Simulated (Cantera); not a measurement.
A closed system holds: 1 mol FeS, 0.79 mol SO3, 2.4 mol O2, 0.87 mol H2S, at 17.0 mbar.

These are equilibrium values from Cantera (NASA tables, ideal gas, pure condensed phases), not measurements of a reactor. Candidate condensed phases: Fe, FeO, Fe(OH)2, Fe(OH)3, FeS, FeSO4, FeS2, Fe2O3, Fe2(SO4)3, Fe3O4, H2O, H2SO4, S; 22 gas species. FeS: taken at fixed stoichiometry. Gases not in the tables: S3 to S7. Rates play no part.

x: gas mole fraction; n: condensed amount in mol.

```csv
T (°C),x SO2,x H2O,x S2,x H2S,x H2,x S2O,n FeS2(s),n Fe3O4(s),n FeS(s)
425,0.743,0.255,0.000587,0.000558,1.26e-5,8.41e-5,0.0635,0.312,0
475,0.741,0.254,?,?,?,?,?,0.314,0
525,0.735,0.252,0.00943,0.00266,0.000102,0.000615,0.0357,0.321,0
575,0.727,0.249,?,0.00358,?,?,0,0.328,?
625,0.724,0.249,0.0222,0.00341,0.000379,0.00109,0,0.333,0
675,0.723,0.249,0.0225,0.00293,0.000609,0.00107,0,0.333,0
725,0.723,0.249,0.0227,0.00254,0.000933,0.00105,0,0.333,0
775,0.723,0.249,0.0228,0.00224,0.00137,0.00103,0,0.333,0
825,0.723,0.249,0.0229,0.00199,0.00195,0.00101,0,0.333,0
875,0.723,0.248,0.0228,0.00178,0.00269,0.000989,0,0.333,0
```

Complete the blanks.


- 475, x S2: 0.00258
- 475, x H2S: 0.00128
- 475, x H2: 3.83e-5
- 475, x S2O: 0.000243
- 475, n FeS2(s): 0.0567
- 575, x S2: 0.0186
- 575, x H2: 0.000215
- 575, x S2O: 0.000982
- 575, n FeS(s): 0.0151
